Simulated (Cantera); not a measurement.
A closed system holds: 1 mol PbO, 2.7 mol H2, equilibrated at 1350 K and 0.000190 bar.

Method: chemical equilibrium by Gibbs-energy minimisation in Cantera with the NASA 1993 tables (ideal gas, pure condensed phases). Candidate condensed phases: H2O, Pb, PbO, PbO2, Pb3O4; 12 gas species. Equilibrium is a limit: real reactors are often held back by kinetics, nucleation or transport.

Problem. What is the equilibrium state?

Solution. 
```
Quantity                             Result
--------------------------------  ---------
x(H2)                                 0.459
x(H2O)                                0.270
x(Pb)                                 0.270
x(H)                               0.000117
x(PbO)                              2.02e-5
x(OH)                               1.12e-6
gas amount                        3.700 mol
log10 activity of Pb(l) (absent)      -1.98
```
